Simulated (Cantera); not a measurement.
Input: 1 mol SO2, 0.64 mol O2, 1 mol H2O, equilibrated at 1473 K and 0.100 bar.

Method: chemical equilibrium by Gibbs-energy minimisation in Cantera with the NASA 1993 tables (ideal gas, pure condensed phases). Candidate condensed phases: H2O, H2SO4, S; 19 gas species. The numbers say what is thermodynamically allowed, not how fast it happens.

Base state: H2O 0.379, SO2 0.377, O2 0.241, SO3 0.00252, OH 0.000221 (mole fractions); condensed: gas only.

What changes in the equilibrium state with this change: temperature from 1473 K to 3248.15 K?


```tsv
species	before	after
O	4.34e-6	0.284
H	7.15e-8	0.193
O2	0.241	0.131
H2O	0.379	0.0431
SO2	0.377	0.0801
S	<1e-9	0.0295
SO	5.46e-7	0.110
H2	3.20e-6	0.0365
OH	0.000221	0.0902
SH	<1e-9	0.00140
S2	<1e-9	0.000356
S2O	<1e-9	1.66e-5
H2S	<1e-9	1.59e-5
SO3	0.00252	6.21e-6
```
